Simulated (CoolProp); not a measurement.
Vapour-liquid equilibrium of CH3F (R41) (1) + chloromethane (R40) (2) at 269.5 K; x and y are mole fractions of (1).

The numbers come from the multi-fluid Helmholtz-energy mixture model, Lemmon 2006 and Thol 2014; pair parameters Bell 2016 in CoolProp.

### Question
Give the bubble pressure and the first vapour's composition at x = 0.125, 0.275, 0.875. Is there an azeotrope?

### Answer
x = 0.125: 4.333 bar, y = 0.514; x = 0.275: 6.786 bar, y = 0.724; x = 0.875: 16.19 bar, y = 0.968. No azeotrope shows between x = 0.05 and 0.95.

Pair parameters are fitted to limited data, so mixtures are less certain than the pure fluids. The gap from Raoult's law changes sign with composition, which may be real or a fault of the pair parameters; it wasn't checked against measurements.
